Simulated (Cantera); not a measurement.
Charge: 1 mol MgO, 4.6 mol SO₂, 0.04 mol H₂O, 4.3 mol SO₃, at 101000 Pa.

Cantera equilibrium calculation (NASA polynomials, part measured and part estimated; ideal gas, pure solids and liquids). Candidate condensed phases: H₂O, H₂SO₄, Mg, MgO, Mg(OH)₂, MgS, MgSO₄, S; 26 gas species. Kinetics and transport are ignored.

At 1948 K, list the 6 most abundant gas species with their mole fractions, and the condensed phases.

SO₂ 0.801, O₂ 0.193, H₂O 0.00346, SO₃ 0.00231, OH 0.000286, O 0.000194. Condensed: MgO(s).
